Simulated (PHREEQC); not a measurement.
A solution holds 2.3 mol/kgw NaCl and 0.42 mol/kgw KCl, at 30 °C. Closed to the air; pH follows from the charge balance.

The numbers come from PHREEQC with the Pitzer model, pitzer.dat.

| Item | Value |
|---|---|
| ionic strength | 2.72 mol/kgw |
| activity of water | 0.906 |
| density | 1.096 g/cm³ |
| osmotic coefficient | 1.010 |

```json
[
 {"species": "Cl-", "molality": "2.72", "activity": "1.56", "log γ": "-0.241"},
 {"species": "Na+", "molality": "2.30", "activity": "1.90", "log γ": "-0.082"},
 {"species": "K+", "molality": "0.420", "activity": "0.266", "log γ": "-0.199"},
 {"species": "H+", "molality": "1.30e-7", "activity": "2.14e-7", "log γ": "0.215"},
 {"species": "OH-", "molality": "1.30e-7", "activity": "6.22e-8", "log γ": "-0.321"}
]
```

No solid was allowed to form. Complexes and solids missing from the database can't appear.
